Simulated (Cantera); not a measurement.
An isothermal, constant-pressure homogeneous reactor starts with C3H8 : H2 = 1 : 1.8 (molar parts), at 1000 K and 1280 Torr. Integrator tolerance rtol = 1e-08.

Computed with Cantera and GRI-Mech 3.0 (53 species, 325 reactions). GRI-Mech 3.0 was tuned for natural gas; its chemistry of propane as a main component is partial and can be far from experiment. GRI-Mech 3.0 stops at C3 and has no aromatics, soot or wall deposition, so with more carbon than oxygen in the feed, carbon stays in small species such as C2H2 where larger ones or solid carbon would form.

Q: What does this change do: temperature 1000 to 1825 K?

A: 
```tsv
quantity	before	after
x(C3H8) at 1.00 s	0.101 (gas-phase equilibrium 0.000115)	6.64e-9 (gas-phase equilibrium 6.64e-9)
x(H2) at 1.00 s	0.497 (gas-phase equilibrium 0.0278)	0.721 (gas-phase equilibrium 0.721)
x(C2H6) at 1.00 s	0.0474 (gas-phase equilibrium 0.00540)	8.29e-6 (gas-phase equilibrium 8.29e-6)
x(H) at 1.00 s	2.38e-8 (gas-phase equilibrium 2.92e-10)	0.000289 (gas-phase equilibrium 0.000289)
x(CH2) at 1.00 s	<1e-12 (gas-phase equilibrium <1e-12)	9.22e-8 (gas-phase equilibrium 9.22e-8)
```
